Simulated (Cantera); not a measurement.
Charge: 1 mol Si, 1.8 mol NH₃, 170 mol H₂, 17 mol CO₂, equilibrated at 648.15 K and 0.100 bar.

Equilibrium computed with Cantera from the NASA thermochemical tables; the gas is ideal and each condensed phase is pure. Candidate condensed phases: C, C₆H₆, C₇H₈, C₈H₁₈, H₂O, Si, SiC, SiO₂, Si₂N₂O, Si₃N₄; 151 gas species. Equilibrium is a limit: real reactors are often held back by kinetics, nucleation or transport.

Base state: H₂ 0.683, H₂O 0.203, CH₄ 0.108, N₂ 0.00570, CO₂ 0.000438, CO 9.25e-5, NH₃ 8.20e-5 (mole fractions); condensed: SiO₂(α-quartz).

Question: What changes in the equilibrium state with this change: H₂ from 170 to 12 mol?

Answer: 
| species | before | after |
|---|---|---|
| CO₂ | 0.000438 | 0.435 |
| H₂O | 0.203 | 0.349 |
| H₂ | 0.683 | 0.127 |
| N₂ | 0.00570 | 0.0346 |
| CH₄ | 0.108 | 0.0441 |
| CO | 9.25e-5 | 0.00999 |
| NH₃ | 8.20e-5 | 1.63e-5 |
| SiO₂(α-quartz), mol | 1.00 | 1.00 |
| C(graphite), mol | 0 | 4.26 |
